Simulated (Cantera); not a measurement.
# Low-pressure radical oxidation in H2/O2

An isothermal, constant-pressure homogeneous reactor starts with 0.646 % H₂, 99.4 % O₂, equivalence ratio 0.0032, at 1248 K and 1330 Pa.

Detailed kinetics in Cantera: the H2/O2 subset of GRI-Mech 3.0, which has no nitrogen chemistry. Radical loss at walls, strong at low pressure, is not modelled.

| t (s) | x H₂ | x O₂ | x H₂O | x O | x OH |
|---|---|---|---|---|---|
| 0.000200 | 0.00646 | 0.994 | 4.34e-10 | 2.59e-9 | 2.41e-9 |
| 0.000616 | 0.00646 | 0.994 | 6.05e-9 | 1.33e-8 | 1.11e-8 |
| 0.00190 | 0.00646 | 0.994 | 1.33e-7 | 1.48e-7 | 1.11e-7 |
| 0.00585 | 0.00638 | 0.993 | 5.39e-5 | 5.03e-5 | 3.68e-5 |
| 0.0180 | 2.47e-5 | 0.988 | 0.00604 | 0.00562 | 0.000624 |
| 0.0555 | 1.60e-5 | 0.988 | 0.00609 | 0.00508 | 0.000564 |
| 0.171 | 1.20e-5 | 0.989 | 0.00616 | 0.00376 | 0.000488 |
| 0.527 | 5.92e-6 | 0.992 | 0.00628 | 0.00183 | 0.000344 |
| 1.62 | 1.61e-6 | 0.993 | 0.00638 | 0.000492 | 0.000180 |
| 5.00 | 2.79e-7 | 0.993 | 0.00644 | 8.50e-5 | 7.50e-5 |
x: mole fraction; the columns are a selection and need not sum to one.

Equilibrium at this temperature and pressure: H₂ 1.88e-9, O₂ 0.994, H₂O 0.00648, O 5.78e-7, OH 6.21e-6 (gas phase only).
